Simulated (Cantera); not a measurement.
**Hydrocarbon pyrolysis for carbon deposition**

An isothermal, constant-pressure homogeneous reactor starts with C₂H₄ : H₂ = 1 : 6.6 (molar parts), at 1225 K and 645 Torr.

Computed with Cantera and GRI-Mech 3.0 (53 species, 325 reactions). GRI-Mech 3.0 was tuned for natural gas; its chemistry of ethylene as a main component is partial and can be far from experiment. GRI-Mech 3.0 stops at C3 and has no aromatics, soot or wall deposition, so with more carbon than oxygen in the feed, carbon stays in small species such as C2H2 where larger ones or solid carbon would form.

```json
[
 {"t (s)": "0.000400", "x C₂H₄": "0.132", "x H₂": "0.868", "x C₂H₂": "1.61e-6", "x CH₄": "4.66e-11", "x C₂H": "<1e-12", "x C₂H₆": "7.31e-8", "x CH₂": "<1e-12"},
 {"t (s)": "0.000900", "x C₂H₄": "0.132", "x H₂": "0.868", "x C₂H₂": "3.67e-6", "x CH₄": "5.47e-10", "x C₂H": "<1e-12", "x C₂H₆": "3.76e-7", "x CH₂": "<1e-12"},
 {"t (s)": "0.00203", "x C₂H₄": "0.132", "x H₂": "0.868", "x C₂H₂": "8.50e-6", "x CH₄": "6.58e-9", "x C₂H": "<1e-12", "x C₂H₆": "2.04e-6", "x CH₂": "<1e-12"},
 {"t (s)": "0.00456", "x C₂H₄": "0.132", "x H₂": "0.868", "x C₂H₂": "2.11e-5", "x CH₄": "9.93e-8", "x C₂H": "<1e-12", "x C₂H₆": "1.44e-5", "x CH₂": "<1e-12"},
 {"t (s)": "0.0103", "x C₂H₄": "0.131", "x H₂": "0.868", "x C₂H₂": "9.64e-5", "x CH₄": "6.46e-6", "x C₂H": "<1e-12", "x C₂H₆": "0.000276", "x CH₂": "<1e-12"},
 {"t (s)": "0.0231", "x C₂H₄": "0.125", "x H₂": "0.867", "x C₂H₂": "0.00151", "x CH₄": "0.00131", "x C₂H": "1.72e-12", "x C₂H₆": "0.00513", "x CH₂": "4.64e-12"},
 {"t (s)": "0.0520", "x C₂H₄": "0.112", "x H₂": "0.862", "x C₂H₂": "0.00607", "x CH₄": "0.0114", "x C₂H": "8.36e-12", "x C₂H₆": "0.00864", "x CH₂": "1.06e-11"},
 {"t (s)": "0.117", "x C₂H₄": "0.0980", "x H₂": "0.851", "x C₂H₂": "0.0115", "x CH₄": "0.0321", "x C₂H": "1.43e-11", "x C₂H₆": "0.00761", "x CH₂": "1.41e-11"},
 {"t (s)": "0.263", "x C₂H₄": "0.0828", "x H₂": "0.834", "x C₂H₂": "0.0141", "x CH₄": "0.0628", "x C₂H": "1.49e-11", "x C₂H₆": "0.00630", "x CH₂": "1.59e-11"},
 {"t (s)": "0.592", "x C₂H₄": "0.0679", "x H₂": "0.811", "x C₂H₂": "0.0129", "x CH₄": "0.103", "x C₂H": "1.09e-11", "x C₂H₆": "0.00505", "x CH₂": "1.52e-11"},
 {"t (s)": "1.33", "x C₂H₄": "0.0523", "x H₂": "0.785", "x C₂H₂": "0.0101", "x CH₄": "0.149", "x C₂H": "6.53e-12", "x C₂H₆": "0.00378", "x CH₂": "1.23e-11"},
 {"t (s)": "3.00", "x C₂H₄": "0.0367", "x H₂": "0.759", "x C₂H₂": "0.00726", "x CH₄": "0.194", "x C₂H": "3.44e-12", "x C₂H₆": "0.00258", "x CH₂": "8.48e-12"}
]
```
x: mole fraction; the columns are a selection and need not sum to one.

Equilibrium at this temperature and pressure: C₂H₄ 0.00167, H₂ 0.700, C₂H₂ 0.000338, CH₄ 0.298, C₂H <1e-12, C₂H₆ 0.000114, CH₂ <1e-12 (gas phase only).
